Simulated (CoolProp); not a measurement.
Aqueous potassium formate as a coolant, at 32 °C, 1 atm.

Values from CoolProp's Melinder's fits for secondary coolants.

```tsv
mass %	freezing point (°C)	Prandtl number	conductivity (W/(m K))	cp (kJ/(kg K))	viscosity (mPa s)
1.9	-0.8	5.38	0.613	4.107	0.803
5.1	-2.3	5.62	0.605	…	0.852
8.2	-3.9	5.77	0.598	3.879	0.889
11.4	-5.7	5.90	0.591	3.766	0.927
14.6	-7.7	6.07	…	3.655	0.971
17.8	-10.0	6.28	0.579	…	1.03
21	-12.4	6.55	…	3.441	1.09
24.1	-15.1	6.86	0.568	3.342	…
27.3	-18.2	7.21	0.561	…	1.25
30.5	-21.7	7.58	0.555	3.149	1.34
33.7	-25.7	7.96	0.547	3.061	1.42
```

Task: What belongs in the gaps?

Result: 
- 5.1, cp (kJ/(kg K)): 3.990
- 14.6, conductivity (W/(m K)): 0.585
- 17.8, cp (kJ/(kg K)): 3.547
- 21, conductivity (W/(m K)): 0.573
- 24.1, viscosity (mPa s): 1.17
- 27.3, cp (kJ/(kg K)): 3.243
